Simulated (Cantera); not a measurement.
Charge: 1 mol HBr, 2.5 mol H2O, 6.9 mol O2, equilibrated at 1.00 bar.

Cantera equilibrium calculation (NASA polynomials, part measured and part estimated; ideal gas, pure solids and liquids). Candidate condensed phases: Br2, H2O; 12 gas species. The numbers say what is thermodynamically allowed, not how fast it happens.

**Question.** At 1975 °C, list the 6 most abundant gas species with their mole fractions, and the condensed phases.

**Answer.** O2 0.623, H2O 0.266, Br 0.0774, HBr 0.0158, OH 0.0129, O 0.00288. Condensed: gas only.
